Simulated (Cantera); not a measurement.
Input: 1 mol Al, 0.59 mol NH3, 20 mol N2, 10 mol H2O, at 64.0 Pa.

Cantera equilibrium calculation (NASA polynomials, part measured and part estimated; ideal gas, pure solids and liquids). Candidate condensed phases: Al, AlN, Al2O3, H2O; 35 gas species. Equilibrium is a limit: real reactors are often held back by kinetics, nucleation or transport. All values below are at 877 °C.

Base state: N2 0.651, H2O 0.273, H2 0.0765 (mole fractions); condensed: Al2O3(s).

Question: What changes in the equilibrium state with this change: Al replaced by AlCl3?

Answer: 
```
species        before   after
-------------  ------  ------
N2              0.651   0.621
H2O             0.273   0.260
HCl                 0  0.0918
H2             0.0765  0.0271
Al2O3(s), mol   0.500   0.500
```
Further candidate phases: AlCl3, NH4Cl.
